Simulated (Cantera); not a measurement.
Cantera run:

```python
import numpy as np
import cantera as ct

gas_names = """
    AL ALCL ALCL2 ALCL3 ALH ALO ALOCL ALOH ALO2 ALO2H AL2 AL2CL6 AL2O AL2O2 CL CLO CL2 H HALO HCL HOCL
    HO2 H2 H2O H2O2 O OH O2 O3
""".split()
cond_names = """
    AL(cr) AL(L) ALCL3(s) ALCL3(L) AL2O3(a) AL2O3(L) H2O(s) H2O(L)
""".split()


# ... load() reads the species with a 1 bar reference pressure and builds the phases ...
atoms = {
    'AlCl3': {'AL': 1, 'CL': 3},
    'O2': {'O': 2},
    'H2': {'H': 2},
}
top_T = {}  # K; cautious upper limits of use, not melting points


# ... equilibrate(T, P, feed) seeds the gas with the atoms and calls Mixture.equilibrate('TP', solver="vcs", rtol=1e-11, max_steps=5000) ...
results = []
feed = {'AlCl3': 1, 'O2': 5, 'H2': 52}  # mol
P = 100  # Pa
for T in [948, 1048, 1148, 1248, 1348, 1448, 1548, 1648, 1748, 1848, 1948, 2048, 2148]:
    mix = equilibrate(T, P, feed)
    results.append((T, P, feed, dict(zip(mix.species_names, mix.species_moles))))

top = {s: max(r[3][s] / sum(r[3][g] for g in gas_names) for r in results) for s in gas_names}
cols = sorted((s for s in top if top[s] > 0.0001), key=lambda s: -top[s])[:9]
seen = [c for c in cond_names if any(r[3].get(c, 0) > 1e-12 for r in results)]
print("log10 of partial pressures in bar; condensed amounts in mol")
print(f"{'T/K':>10s}" + "".join(f"{s[:9]:>10s}" for s in cols + seen))
for T, P, feed, n in results:
    ng = sum(n[g] for g in gas_names)
    print(f"{T:10.4g}" + "".join(f"{np.log10(max(n[s] / ng * P / 1e5, 1e-99)):10.3f}" for s in cols)
          + "".join(f"{n.get(c, 0):10.4g}" for c in seen))
```

It prints:

```
log10 of partial pressures in bar; condensed amounts in mol
       T/K        H2       H2O         H       HCL        CL        OH         O      ALCL  AL2O3(a)
       948    -3.105    -3.799   -10.833    -4.251   -12.000   -14.366   -21.989   -21.796       0.5
      1048    -3.105    -3.799    -9.665    -4.251   -10.850   -12.860   -19.358   -19.167       0.5
      1148    -3.105    -3.799    -8.697    -4.251    -9.898   -11.615   -17.181   -17.006       0.5
      1248    -3.105    -3.799    -7.883    -4.251    -9.097   -10.568   -15.350   -15.201       0.5
      1348    -3.105    -3.799    -7.188    -4.251    -8.414    -9.675   -13.788   -13.671       0.5
      1448    -3.105    -3.799    -6.588    -4.251    -7.823    -8.905   -12.439   -12.359       0.5
      1548    -3.106    -3.799    -6.064    -4.252    -7.308    -8.234   -11.264   -11.222       0.5
      1648    -3.106    -3.800    -5.604    -4.253    -6.856    -7.644   -10.230   -10.229       0.5
      1748    -3.108    -3.801    -5.195    -4.255    -6.455    -7.122    -9.312    -9.355       0.5
      1848    -3.112    -3.803    -4.832    -4.261    -6.099    -6.656    -8.493    -8.583    0.4999
      1948    -3.121    -3.808    -4.507    -4.272    -5.784    -6.238    -7.755    -7.900    0.4994
      2048    -3.136    -3.817    -4.218    -4.292    -5.505    -5.862    -7.086    -7.298    0.4977
      2148    -3.162    -3.835    -3.961    -4.327    -5.262    -5.524    -6.475    -6.770    0.4918
```

These are equilibrium values from Cantera (NASA tables, ideal gas, pure condensed phases), not measurements of a reactor. The tables' values for AlOH are old estimates; treat these amounts as uncertain. Condensed phases not in the tables: AlOCl.
